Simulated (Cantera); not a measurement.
Feed: 1 mol BF3, 1.1 mol N2, held at 1.00 bar.

Equilibrium computed with Cantera from the NASA thermochemical tables; the gas is ideal and each condensed phase is pure. Candidate condensed phases: B, BN; 13 gas species. Rates play no part. All values below are at 1525 K.

Base state: N2 0.524, BF3 0.476 (mole fractions); condensed: gas only.

Task: What changes in the equilibrium state with this change: 1.3 mol Cl2 added?

Result: 
```csv
species,before,after
Cl2,0,0.354
N2,0.524,0.317
BF3,0.476,0.288
Cl,0,0.0410
```
